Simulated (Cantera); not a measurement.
A perfectly stirred reactor is fed with 7.91 % C2H6, 17.3 % O2, 65.1 % N2, 9.50 % CO2, 0.198 % H2, equivalence ratio 1.6, at 790000 Pa; it is adiabatic with a 425 K inlet, and is followed from long to short residence time, starting on the burning branch (τ in s: 0.091, 0.037, 0.015, 0.0062, 0.0025, 0.001, 0.00042, 0.00017, 6.9e-05).

Model: GRI-Mech 3.0 (53 species, 325 reactions), integrated in Cantera.

Q: Predict: blow-out, bracketed by the residence times tried; x(C2H6) at τ = 91.0 ms; x(O2) at τ = 91.0 ms; x(CO2) at τ = 91.0 ms; x(CH3) at τ = 91.0 ms; x(HCN) at τ = 91.0 ms; x(C2H6) at τ = 2.50 ms; x(O2) at τ = 2.50 ms; x(CO2) at τ = 2.50 ms; x(CH3) at τ = 2.50 ms; x(HCN) at τ = 2.50 ms.

A: 
| Quantity | Result |
|---|---|
| blow-out, bracketed by the residence times tried | burning at 0.420 ms, out at 0.170 ms |
| x(C2H6) at τ = 91.0 ms | 8.42e-6 |
| x(O2) at τ = 91.0 ms | 0.000385 |
| x(CO2) at τ = 91.0 ms | 0.103 |
| x(CH3) at τ = 91.0 ms | 7.67e-5 |
| x(HCN) at τ = 91.0 ms | 4.07e-6 |
| x(C2H6) at τ = 2.50 ms | 0.000167 |
| x(O2) at τ = 2.50 ms | 0.00455 |
| x(CO2) at τ = 2.50 ms | 0.108 |
| x(CH3) at τ = 2.50 ms | 0.000296 |
| x(HCN) at τ = 2.50 ms | 4.60e-6 |
